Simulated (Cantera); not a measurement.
Charge: 1 mol PbS, 10 mol H2, equilibrated at 1227 °C and 100000 Pa.

Equilibrium computed with Cantera from the NASA thermochemical tables; the gas is ideal and each condensed phase is pure. Candidate condensed phases: Pb, PbS, S; 10 gas species. Kinetics and transport are ignored.

Base state: H2 0.884, PbS 0.0589, H2S 0.0324, Pb 0.0246, SH 0.000154, S2 0.000102, H 1.65e-5, Pb2 1.03e-5 (mole fractions); condensed: Pb(l).

Q: What changes in the equilibrium state with this change: pressure from 100000 Pa to 620000 Pa?

A: 
```
species      before    after
----------  -------  -------
H2            0.884    0.899
H2S          0.0324   0.0753
PbS          0.0589   0.0218
Pb           0.0246  0.00396
Pb2         1.03e-5  1.66e-6
H           1.65e-5  6.70e-6
Pb(l), mol   0.0889    0.736
```
